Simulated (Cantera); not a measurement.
Feed: 1 mol SiF4, 7.7 mol NH3, 9.2 mol H2, at 1500 K and 10.0 mbar.

Cantera equilibrium calculation (NASA polynomials, part measured and part estimated; ideal gas, pure solids and liquids). Candidate condensed phases: Si, Si3N4; 37 gas species. The tables' values for SiF3, SiF2 are old estimates; treat these amounts as uncertain. Rates play no part.

Base state: H2 0.800, N2 0.150, SiF4 0.0290, HF 0.0110, SiF3 0.00764, SiF2 0.00114, SiHF3 0.00104, H 0.000157 (mole fractions); condensed: gas only.

Q: What changes in the equilibrium state with this change: NH3 from 7.7 to 0.97 mol?

A: 
```
species    before     after
-------  --------  --------
H2          0.800     0.862
SiF4       0.0290    0.0666
N2          0.150    0.0397
SiF3      0.00764    0.0122
HF         0.0110    0.0164
SiHF3     0.00104   0.00171
SiH2F2    1.69e-5   2.01e-5
SiF2      0.00114   0.00126
H        0.000157  0.000163
```

Q: What changes in the equilibrium state with this change: SiF4 replaced by SiH2Cl2?

A: 
```json
[
 {"species": "H2", "before": "0.800", "after": "0.801"},
 {"species": "N2", "before": "0.150", "after": "0.124"},
 {"species": "HCl", "before": "0", "after": "0.0721"},
 {"species": "SiF4", "before": "0.0290", "after": "0"},
 {"species": "HF", "before": "0.0110", "after": "0"},
 {"species": "SiCl2", "before": "0", "after": "0.00236"},
 {"species": "SiF3", "before": "0.00764", "after": "0"},
 {"species": "SiF2", "before": "0.00114", "after": "0"},
 {"species": "SiHF3", "before": "0.00104", "after": "0"},
 {"species": "Si3N4(s), mol", "before": "0", "after": "0.312"}
]
```
The tables' values for SiCl3 are old estimates; treat these amounts as uncertain. Further candidate phases: NH4Cl.
